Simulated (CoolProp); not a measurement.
A simple Rankine cycle with water: condensing at 319.15 K, boiler at 8.54 MPa, turbine inlet 612.8 K, turbine efficiency 0.75, pump efficiency 0.6, no recuperator. Each further row changes one setting.

Values from CoolProp's reference Helmholtz-energy equation of state, Wagner 2002.

```tsv
case	thermal efficiency (%)	net work (kJ/kg)	heat in (kJ/kg)	turbine exit temperature (K)	volume ratio over the turbine
as stated	27.8	757	2730	319.1	450
turbine inlet 632.8 K	28.0	783	2800	319.1	430
condensing temperature 311.15 K	28.6	790	2760	311.2	664
boiler pressure 5.98 MPa	26.9	757	2810	319.1	303
turbine efficiency 0.65	24.0	654	2730	319.1	473
```

The expansion ends wet for: as stated; turbine inlet 632.8 K; condensing temperature 311.15 K; boiler pressure 5.98 MPa; turbine efficiency 0.65.
